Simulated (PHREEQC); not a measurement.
A solution holds 0.18 mol/kgw CdSO4, 0.0042 mol/kgw H3BO3 and 0.096 mol/kgw HCl, at 25 °C. Closed to the air; pH follows from the charge balance.

The numbers come from PHREEQC with the ion-association model, phreeqc.dat.

| quantity | before | after |
|---|---|---|
| pH | 1.45 | 1.86 |
| ionic strength (mol/kgw) | 0.335 | 0.319 |
| Cd+2 (mol/kgw) | 0.0575 | 0.0662 |
| HSO4- (mol/kgw) | 0.0500 | 0.0777 |
| CdSO4 (mol/kgw) | 0.0462 | 0.0435 |
| SO4-2 (mol/kgw) | 0.0437 | 0.0360 |

Task: What was changed between the two runs?
A. H3BO3 left out
B. 0.0024 mol/kgw HBr added
C. HCl left out
D. temperature from 25 to 90 °C
E. H3BO3 from 0.0042 to 0.0021 mol/kgw

Result: D, temperature from 25 to 90 °C

No solid was allowed to form. Constants without temperature data keep their 25 °C values here.
